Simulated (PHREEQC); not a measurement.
A made-up water analysis in mg/L, 25 °C, pH 3.88, pe 8.1:

| constituent | mg/L |
|---|---|
| Na | 370 |
| K | 3.35 |
| Ca | 319 |
| Mg | 119 |
| Cl | 566 |
| S(6) as SO4 | 1250 |
| Ni | 11.1 |
| Zn | 0.953 |
| Pb | 10.8 |
| Fe(3) | 1.54 |

Valence states are taken as typed.

Computed with PHREEQC (ion-association model, wateq4f.dat).

* **ionic strength**: 0.0528 mol/kgw
* **total alkalinity**: -0.241 meq/kg
* **charge-balance error**: 1.0 %

| species | molality | activity | log γ |
|---|---|---|---|
| Cl- | 0.0160 | 0.0129 | -0.092 |
| Na+ | 0.0158 | 0.0130 | -0.086 |
| SO4-2 | 0.00890 | 0.00404 | -0.342 |
| Ca+2 | 0.00582 | 0.00271 | -0.332 |
| Mg+2 | 0.00339 | 0.00162 | -0.321 |
| CaSO4 | 0.00216 | 0.00219 | 0.005 |
| MgSO4 | 0.00152 | 0.00154 | 0.005 |
| NaSO4- | 0.000319 | 0.000263 | -0.083 |
| H+ | 0.000155 | 0.000132 | -0.070 |
| Ni+2 | 0.000139 | 6.21e-5 | -0.349 |

No solid was allowed to form. Saturation is exceeded, for instance for Jarosite-K, Anglesite; the values hold only as long as no solid forms. Species that the database lacks are ignored.
